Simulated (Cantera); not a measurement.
N2O furnace oxynitridation

An isothermal, constant-pressure homogeneous reactor starts with 99.1 % N2O, 0.912 % H2O, at 1425 K and 0.890 bar.

Model: GRI-Mech 3.0 (53 species, 325 reactions), integrated in Cantera. GRI-Mech 3.0 was tuned for natural gas; its chemistry of N2O as a main component is partial and can be far from experiment. The temperature is held fixed by assumption; the heat of reaction is taken as removed at once.

| t (s) | x N2O | x H2O | x O2 | x NO | x H2 |
|---|---|---|---|---|---|
| 2.00e-6 | 0.991 | 0.00912 | 3.69e-6 | 1.96e-6 | <1e-12 |
| 8.25e-6 | 0.991 | 0.00911 | 3.89e-5 | 2.06e-5 | 2.40e-11 |
| 3.40e-5 | 0.990 | 0.00911 | 0.000231 | 0.000122 | 2.09e-9 |
| 0.000140 | 0.987 | 0.00909 | 0.00104 | 0.000540 | 5.05e-8 |
| 0.000579 | 0.974 | 0.00904 | 0.00438 | 0.00216 | 2.14e-7 |
| 0.00239 | 0.924 | 0.00888 | 0.0176 | 0.00843 | 1.91e-7 |
| 0.00985 | 0.754 | 0.00836 | 0.0638 | 0.0299 | 1.33e-7 |
| 0.0406 | 0.370 | 0.00720 | 0.169 | 0.0753 | 1.17e-7 |
| 0.168 | 0.0502 | 0.00623 | 0.263 | 0.103 | 5.29e-8 |
| 0.691 | 0.000206 | 0.00609 | 0.279 | 0.102 | 8.37e-9 |
| 2.85 | 3.14e-6 | 0.00609 | 0.280 | 0.102 | 8.11e-9 |
| 11.8 | 3.11e-6 | 0.00609 | 0.280 | 0.102 | 8.10e-9 |
| 48.5 | 2.97e-6 | 0.00609 | 0.281 | 0.0994 | 8.08e-9 |
| 200 | 2.49e-6 | 0.00609 | 0.285 | 0.0909 | 8.02e-9 |
x: mole fraction; the columns are a selection and need not sum to one.

Equilibrium at this temperature and pressure: N2O 5.23e-8, H2O 0.00609, O2 0.331, NO 0.000962, H2 7.44e-9 (gas phase only).
